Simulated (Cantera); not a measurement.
# Equilibrium for oxide etching and cleaning by halides: CaO + Cl2 + N2

Charge: 1 mol CaO, 24 mol Cl2, 9.9 mol N2, equilibrated at 11.0 mbar.

Cantera equilibrium calculation (NASA polynomials, part measured and part estimated; ideal gas, pure solids and liquids). Candidate condensed phases: Ca, CaCl2, CaO; 17 gas species. Condensed phases not in the tables: oxide chlorides. Kinetics and transport are ignored.

```json
[
 {"T (°C)": "900", "log p Cl": "-3.52", "log p Cl2": "-2.14", "log p N2": "-2.49", "log p CaCl2": "-5.43", "log p O2": "-3.79", "log p NO": "-6.55", "n CaCl2(l)": "0.989"},
 {"T (°C)": "950", "log p Cl": "-3.30", "log p Cl2": "-2.15", "log p N2": "-2.50", "log p CaCl2": "-4.93", "log p O2": "-3.79", "log p NO": "-6.39", "n CaCl2(l)": "0.963"},
 {"T (°C)": "1000", "log p Cl": "-3.09", "log p Cl2": "-2.16", "log p N2": "-2.50", "log p CaCl2": "-4.47", "log p O2": "-3.80", "log p NO": "-6.24", "n CaCl2(l)": "0.893"},
 {"T (°C)": "1050", "log p Cl": "-2.91", "log p Cl2": "-2.19", "log p N2": "-2.52", "log p CaCl2": "-4.05", "log p O2": "-3.81", "log p NO": "-6.11", "n CaCl2(l)": "0.710"},
 {"T (°C)": "1100", "log p Cl": "-2.75", "log p Cl2": "-2.23", "log p N2": "-2.53", "log p CaCl2": "-3.66", "log p O2": "-3.83", "log p NO": "-6.00", "n CaCl2(l)": "0.263"},
 {"T (°C)": "1150", "log p Cl": "-2.61", "log p Cl2": "-2.28", "log p N2": "-2.55", "log p CaCl2": "-3.55", "log p O2": "-3.85", "log p NO": "-5.90", "n CaCl2(l)": "0"},
 {"T (°C)": "1200", "log p Cl": "-2.48", "log p Cl2": "-2.34", "log p N2": "-2.57", "log p CaCl2": "-3.57", "log p O2": "-3.87", "log p NO": "-5.80", "n CaCl2(l)": "0"},
 {"T (°C)": "1250", "log p Cl": "-2.38", "log p Cl2": "-2.42", "log p N2": "-2.59", "log p CaCl2": "-3.59", "log p O2": "-3.89", "log p NO": "-5.72", "n CaCl2(l)": "0"},
 {"T (°C)": "1300", "log p Cl": "-2.29", "log p Cl2": "-2.52", "log p N2": "-2.62", "log p CaCl2": "-3.61", "log p O2": "-3.92", "log p NO": "-5.64", "n CaCl2(l)": "0"},
 {"T (°C)": "1350", "log p Cl": "-2.22", "log p Cl2": "-2.64", "log p N2": "-2.64", "log p CaCl2": "-3.63", "log p O2": "-3.94", "log p NO": "-5.57", "n CaCl2(l)": "0"},
 {"T (°C)": "1400", "log p Cl": "-2.17", "log p Cl2": "-2.78", "log p N2": "-2.66", "log p CaCl2": "-3.66", "log p O2": "-3.97", "log p NO": "-5.51", "n CaCl2(l)": "0"},
 {"T (°C)": "1450", "log p Cl": "-2.13", "log p Cl2": "-2.93", "log p N2": "-2.68", "log p CaCl2": "-3.67", "log p O2": "-3.99", "log p NO": "-5.44", "n CaCl2(l)": "0"}
]
```
log p: log10 of the partial pressure in bar; n: condensed amount in mol.

From 900 °C to 1100 °C the condensed part is CaCl2(l). From 1150 °C to 1450 °C nothing is condensed. The main Ca-bearing gas is CaCl2 throughout.
